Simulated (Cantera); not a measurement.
# Low-pressure radical oxidation in H2/O2

An isothermal, constant-pressure homogeneous reactor starts with H2 : O2 = 0.13 : 1 (molar parts), at 1050 K and 10.00 Torr.

Model: the H2/O2 subset of GRI-Mech 3.0, which has no nitrogen chemistry, integrated in Cantera. Radical loss at walls, strong at low pressure, is not modelled. The temperature is held fixed by assumption; the heat of reaction is taken as removed at once.

| t (s) | x H2 | x O2 | x O | x OH | x H2O | x HO2 | x H |
|---|---|---|---|---|---|---|---|
| 2.00e-5 | 0.115 | 0.885 | 6.38e-12 | 5.73e-12 | 1.07e-12 | 7.27e-11 | 6.73e-11 |
| 6.02e-5 | 0.115 | 0.885 | 5.10e-11 | 3.84e-11 | 2.30e-11 | 2.19e-10 | 1.90e-10 |
| 0.000181 | 0.115 | 0.885 | 4.04e-10 | 2.30e-10 | 4.19e-10 | 6.62e-10 | 6.68e-10 |
| 0.000545 | 0.115 | 0.885 | 6.37e-9 | 3.10e-9 | 1.19e-8 | 2.07e-9 | 7.44e-9 |
| 0.00164 | 0.115 | 0.885 | 4.67e-6 | 2.24e-6 | 1.00e-5 | 8.04e-8 | 5.29e-6 |
| 0.00494 | 0.00546 | 0.828 | 0.0367 | 0.00450 | 0.0916 | 9.68e-6 | 0.0339 |
| 0.0149 | 0.00167 | 0.858 | 0.0166 | 0.00253 | 0.113 | 9.33e-6 | 0.00816 |
| 0.0447 | 0.000253 | 0.875 | 0.00250 | 0.000929 | 0.121 | 5.54e-6 | 0.000442 |
| 0.135 | 2.41e-5 | 0.878 | 0.000246 | 0.000287 | 0.122 | 1.58e-6 | 1.34e-5 |
| 0.405 | 2.80e-6 | 0.878 | 3.08e-5 | 0.000102 | 0.122 | 3.15e-7 | 5.97e-7 |
| 1.22 | 4.63e-7 | 0.878 | 5.53e-6 | 4.34e-5 | 0.122 | 6.76e-8 | 4.54e-8 |
| 3.67 | 1.01e-7 | 0.878 | 1.28e-6 | 2.09e-5 | 0.122 | 1.71e-8 | 5.04e-9 |
| 11.0 | 2.64e-8 | 0.878 | 3.44e-7 | 1.08e-5 | 0.122 | 5.05e-9 | 7.02e-10 |
| 33.2 | 7.62e-9 | 0.878 | 1.01e-7 | 5.86e-6 | 0.122 | 1.95e-9 | 1.12e-10 |
| 100 | 2.36e-9 | 0.878 | 3.16e-8 | 3.27e-6 | 0.122 | 1.35e-9 | 1.95e-11 |
x: mole fraction; the columns are a selection and need not sum to one.

Equilibrium at this temperature and pressure: H2 4.11e-10, O2 0.878, O 5.46e-9, OH 1.36e-6, H2O 0.122, HO2 2.19e-9, H 1.43e-12 (gas phase only).
